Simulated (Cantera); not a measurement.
A perfectly stirred reactor is fed with CO : O2 : H2O : N2 : CH4 = 0.0047 : 0.047 : 0.0011 : 1 : 0.0019 (molar parts), at 1280 Torr; it is held at 1425 K, and followed from long to short residence time.

Computed with Cantera and GRI-Mech 3.0 (53 species, 325 reactions).

### Question
Predict: x(CO) at τ = 7.90 s; x(O2) at τ = 7.90 s; x(H2O) at τ = 7.90 s; x(NO) at τ = 7.90 s; x(H) at τ = 7.90 s; x(CO) at τ = 50.0 ms; x(O2) at τ = 50.0 ms; x(H2O) at τ = 50.0 ms; x(NO) at τ = 50.0 ms; x(H) at τ = 50.0 ms.

### Answer
| Quantity | Value |
|---|---|
| x(CO) at τ = 7.90 s | 1.01e-5 |
| x(O2) at τ = 7.90 s | 0.0388 |
| x(H2O) at τ = 7.90 s | 0.00465 |
| x(NO) at τ = 7.90 s | 1.59e-6 |
| x(H) at τ = 7.90 s | 2.17e-8 |
| x(CO) at τ = 50.0 ms | 0.000335 |
| x(O2) at τ = 50.0 ms | 0.0389 |
| x(H2O) at τ = 50.0 ms | 0.00460 |
| x(NO) at τ = 50.0 ms | 1.30e-6 |
| x(H) at τ = 50.0 ms | 2.42e-6 |
